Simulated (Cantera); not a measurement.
Feed: 1 mol Zr, 2.1 mol N2O, at 165 Torr.

Method: chemical equilibrium by Gibbs-energy minimisation in Cantera with the NASA 1993 tables (ideal gas, pure condensed phases). Candidate condensed phases: Zr, ZrN, ZrO2; 13 gas species. The numbers say what is thermodynamically allowed, not how fast it happens. All values below are at 1648 K.

Base state: N2 0.976, O2 0.0228, NO 0.000868 (mole fractions); condensed: ZrO2(tetragonal).

Q: What changes in the equilibrium state with this change: N2O from 2.1 to 2.9 mol?

A: 
```tsv
species	before	after
N2	0.976	0.865
O2	0.0228	0.133
NO	0.000868	0.00197
O	8.15e-6	1.97e-5
ZrO2(tetragonal), mol	1.00	1.00
```
